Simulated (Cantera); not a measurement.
Ignition delay

Mixture: 16.5 % CO, 5.76 % H2, 0.757 % CH4, 16.2 % O2, 60.9 % N2, equivalence ratio 0.78, at 7500 Torr, adiabatic and at constant pressure. Ignition delay is the time to a rise of 400 K.

Cantera simulation using GRI-Mech 3.0 (53 species, 325 reactions); the numbers are that mechanism's predictions, not measurements.

```json
[
 {"T0 (K)": "1150", "delay (ms)": "0.137"},
 {"T0 (K)": "1225", "delay (ms)": "0.0323"},
 {"T0 (K)": "1300", "delay (ms)": "0.0120"},
 {"T0 (K)": "1375", "delay (ms)": "0.00642"},
 {"T0 (K)": "1450", "delay (ms)": "0.00424"},
 {"T0 (K)": "1525", "delay (ms)": "0.00314"}
]
```

```
Property                                               Result
--------------------------------------------------  ---------
apparent activation energy between 1375 and 1525 K  83 kJ/mol
```
